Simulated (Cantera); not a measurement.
Charge: 1 mol HMDSO, 0.27 mol N₂O, 9.9 mol H₂, a varied amount of CO₂, at 2048.15 K and 0.100 bar.

Method: chemical equilibrium by Gibbs-energy minimisation in Cantera with the NASA 1993 tables (ideal gas, pure condensed phases). Candidate condensed phases: C, C₆H₆, C₇H₈, C₈H₁₈, H₂O, Si, SiC, SiO₂, Si₂N₂O, Si₃N₄; 151 gas species. The feed counts by its element totals alone. The numbers say what is thermodynamically allowed, not how fast it happens.

At 1.8 mol CO₂, list the 5 most abundant gas species with their mole fractions, and the condensed phases.

H₂ 0.779, CO 0.200, N₂ 0.0103, H 0.00626, SiO 0.00208. Condensed: C(graphite) + SiC(s).
